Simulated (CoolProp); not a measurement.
A single-stage vapour-compression cycle with R22: evaporating at 257.15 K (dew point), condensing at 279.15 K (bubble point), superheat 5 K, subcooling 8 K, compressor efficiency 0.6, no pressure losses. Each further row changes one setting.

Computed with CoolProp (reference Helmholtz-energy equation of state, Kamei 1995).

| case | cooling COP | pressure ratio | discharge temperature (K) | refrigerating effect (kJ/kg) | volumetric capacity (kJ/m³) |
|---|---|---|---|---|---|
| as stated | 6.65 | 2.11 | 313.5 | 204 | 2480 |
| evaporating temperature 262.15 K | [?] | [?] | [?] | 207 | 2980 |
| condensing temperature 274.15 K | [?] | [?] | 302.5 | 210 | 2550 |
| subcooling 13 K | [?] | 2.11 | 313.5 | 210 | 2550 |
| superheat 15 K | 6.56 | 2.11 | 324.7 | [?] | [?] |
| compressor efficiency 0.5 | 5.54 | 2.11 | 321.8 | 204 | 2480 |

Q: Some entries are withheld; supply them.

A: 
- evaporating temperature 262.15 K, cooling COP: 8.92
- evaporating temperature 262.15 K, pressure ratio: 1.76
- evaporating temperature 262.15 K, discharge temperature (K): 306.2
- condensing temperature 274.15 K, cooling COP: 8.77
- condensing temperature 274.15 K, pressure ratio: 1.80
- subcooling 13 K, cooling COP: 6.84
- superheat 15 K, refrigerating effect (kJ/kg): 211
- superheat 15 K, volumetric capacity (kJ/m³): 2450
